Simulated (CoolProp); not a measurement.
Vapour-liquid equilibrium of 1-butene (1) + n-butane (2) at 192.6 K; x and y are mole fractions of (1).

Model: multi-fluid Helmholtz-energy mixture model, Lemmon 2005 and Bücker 2006; pair parameters Bell 2016, in CoolProp.

```
x      bubble pressure (kPa)  y at the bubble point  dew pressure at overall composition x (kPa)  liquid density (mol/L)
-----  ---------------------  ---------------------  -------------------------------------------  ----------------------
0.05                   1.085                  0.069                                        1.079                   11.76
0.125                  1.118                  0.169                                        1.103                   11.82
0.2                    1.153                  0.263                                        1.129                   11.88
0.275                  1.187                  0.351                                        1.157                   11.94
0.35                   1.221                  0.434                                        1.186                     [?]
0.425                  1.254                  0.512                                        1.217                   12.07
0.5                    1.286                    [?]                                        1.249                   12.13
0.575                  1.317                  0.653                                        1.282                   12.20
0.65                   1.346                  0.718                                        1.315                   12.26
0.725                  1.374                  0.780                                        1.349                   12.33
0.8                    1.400                  0.840                                        1.383                   12.40
0.875                  1.424                  0.900                                          [?]                   12.47
0.95                   1.447                  0.960                                        1.443                   12.54
```

### Question
What belongs in the gaps?

### Answer

- 0.35, liquid density (mol/L): 12.01
- 0.5, y at the bubble point: 0.584
- 0.875, dew pressure at overall composition x (kPa): 1.414

No azeotrope shows between x = 0.05 and 0.95.

The pair parameters rest on a limited set of measurements; away from them the model extrapolates.
